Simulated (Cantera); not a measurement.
Input: 1 mol Ta2O5, 0.8 mol CH4, 0.094 mol CO, held at 1.00 bar.

These are equilibrium values from Cantera (NASA tables, ideal gas, pure condensed phases), not measurements of a reactor. Candidate condensed phases: C, C6H6, C7H8, C8H18, H2O, Ta, TaC, Ta2O5; 113 gas species. Mutual solubility and eutectic melting of coexisting phases are not modelled. TaC: taken at fixed stoichiometry. Condensed phases not in the tables: Ta2C. Kinetics and transport are ignored.

Over these rows the condensed part is TaC(s) + Ta2O5(s). Partial pressures as log10 of bar:

```tsv
T (K)	1000/T (1/K)	log p CH4	log p H2	log p CO
1523	0.6566	-3.91	-0.15	-0.53
1573	0.6357	-4.18	-0.15	-0.53
1623	0.6161	?	-0.15	-0.53
1673	0.5977	-4.68	-0.15	-0.53
1723	0.5804	-4.91	-0.15	-0.53
1773	0.5640	-5.13	-0.15	-0.53
```

**Question.** Fit log p(CH4) = a + b·(1000/T) to the five rows, give the apparent enthalpy, and predict the row at 1623 K.

**Answer.** Means: 1000/T = 0.6069, log p = -4.562. Sxy = 0.078081, Sxx = 0.0059268, so b = 13.17 and a = -4.562 − (13.17)×0.6069 = -12.55.
Apparent enthalpy: −19.145 × (13.17) = -252 kJ/mol. With the condensed phases at unit activity, 2/7 TaC(s) + 2 H2(g) + 5/7 CO(g) = CH4(g) + 1/7 Ta2O5(s) links this pressure to the main gases: over the six rows their terms move log p by +0.00 in all, so the slope is close to that reaction's ΔH°. The five rows lie within 0.01 of the line.
Prediction at 1623 K: -12.55 + (13.17)×0.6161 = -4.44. The computed value is -4.44, 0.00 from the line.
